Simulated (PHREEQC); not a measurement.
A made-up water analysis in mg/L, 25 °C, pH 3.36, pe 9.2: Na 858; K 57.3; Ca 496; Mg 161; Cl 899; S(6) as SO4 2510; Cu(2) 1.17; Fe(3) 0.606; Ni 112.

Valence states are taken as typed.

Equilibrium calculation in PHREEQC: ion-association model, wateq4f.dat.

Problem. The ionic strength comes out as 0.0945 mol/kgw. What activity coefficients do Ca+2, KSO4-, Cl-, Cu+2, Na+ get?

Solution. Ca+2 0.40, KSO4- 0.79, Cl- 0.77, Cu+2 0.41, Na+ 0.79.

Precipitation was switched off in this run. Examples of supersaturated solids here: Jarosite-K, Hematite (slow to form). Others may be too.
